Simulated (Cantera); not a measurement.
An adiabatic, constant-volume homogeneous reactor starts with 28.8 % H2, 14.4 % O2, 54.2 % N2, 2.54 % H2O, at 1723 K and 0.642 atm.

Cantera simulation using the H2/O2 subset of GRI-Mech 3.0, which has no nitrogen chemistry; the numbers are that mechanism's predictions, not measurements.

Q: Predict: time of steepest temperature rise; temperature at 0.100 s; equilibrium temperature; x(H2) at 0.100 s; x(O2) at 0.100 s; x(H2O) at 0.100 s; x(H2O2) at 0.100 s; x(HO2) at 0.100 s; x(O) at 0.100 s; x(H) at 0.100 s.

A: 
| Property | Result |
|---|---|
| time of steepest temperature rise | 10.7 µs |
| temperature at 0.100 s | 2959 K |
| equilibrium temperature | 2959 K |
| x(H2) at 0.100 s | 0.0622 (gas-phase equilibrium 0.0622) |
| x(O2) at 0.100 s | 0.0219 (gas-phase equilibrium 0.0219) |
| x(H2O) at 0.100 s | 0.239 (gas-phase equilibrium 0.239) |
| x(H2O2) at 0.100 s | 5.84e-7 (gas-phase equilibrium 5.84e-7) |
| x(HO2) at 0.100 s | 1.12e-5 (gas-phase equilibrium 1.12e-5) |
| x(O) at 0.100 s | 0.0144 (gas-phase equilibrium 0.0144) |
| x(H) at 0.100 s | 0.0344 (gas-phase equilibrium 0.0344) |
